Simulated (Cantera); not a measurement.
A perfectly stirred reactor is fed with CH₄ : CO₂ = 1 : 3.9 (molar parts), at 0.987 atm; it is held at 1525 K, and followed from long to short residence time.

Model: GRI-Mech 3.0 (53 species, 325 reactions), integrated in Cantera.

### Question
What does this change do: pressure from 0.987 atm to 12.8 atm?

### Answer
| quantity | before | after |
|---|---|---|
| x(CH₄) at τ = 0.380 s | 0.0957 | 0.0543 |
| x(CO₂) at τ = 0.380 s | 0.615 | 0.498 |
| x(H₂O₂) at τ = 0.380 s | <1e-12 | <1e-12 |
| x(CO) at τ = 0.380 s | 0.113 | 0.212 |
| x(CH₃) at τ = 0.380 s | 0.000126 | 2.80e-5 |
| x(CH₄) at τ = 30.0 ms | 0.184 | 0.153 |
| x(CO₂) at τ = 30.0 ms | 0.779 | 0.730 |
| x(H₂O₂) at τ = 30.0 ms | <1e-12 | <1e-12 |
| x(CO) at τ = 30.0 ms | 0.00627 | 0.0359 |
| x(CH₃) at τ = 30.0 ms | 0.000206 | 5.99e-5 |
The pressure lies above the range GRI-Mech 3.0 was tuned for (to about 10 atm).

### Question
What does this change do: temperature 1525 to 1348 K?

### Answer
```
quantity                  before     after
----------------------  --------  --------
x(CH₄) at τ = 0.380 s     0.0957     0.201
x(CO₂) at τ = 0.380 s      0.615     0.794
x(H₂O₂) at τ = 0.380 s    <1e-12    <1e-12
x(CO) at τ = 0.380 s       0.113  0.000541
x(CH₃) at τ = 0.380 s   0.000126   2.10e-5
x(CH₄) at τ = 30.0 ms      0.184     0.204
x(CO₂) at τ = 30.0 ms      0.779     0.796
x(H₂O₂) at τ = 30.0 ms    <1e-12    <1e-12
x(CO) at τ = 30.0 ms     0.00627   5.27e-6
x(CH₃) at τ = 30.0 ms   0.000206   1.31e-5
```
